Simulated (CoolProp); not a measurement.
The fluid at 512.59 K and 1.21 MPa expands adiabatically to 0.603 MPa with isentropic efficiency 1. The same conditions are run with several fluids, on thermodynamics alone (safety and materials aside).

Values from CoolProp's reference Helmholtz-energy equation of state of each fluid (dimethyl carbonate: Zhou 2011; carbonyl sulfide: Lemmon 2006; methane: Setzmann 1991; propylene: Lemmon 2013; n-hexane: Thol 2019).

Q: Rank dimethyl carbonate, carbonyl sulfide, methane, propylene, n-hexane by work (kJ/kg), highest first.

A: methane (174), propylene (66.7), carbonyl sulfide (45.5), n-hexane (30.1), dimethyl carbonate (29.2)

```
fluid               final temperature (K)  final density (kg/m³)
------------------  ---------------------  ---------------------
dimethyl carbonate                  489.7                   14.3
carbonyl sulfide                    453.3                   9.79
methane                             450.7                   2.58
propylene                           480.8                   6.47
n-hexane                            495.7                   13.7
```
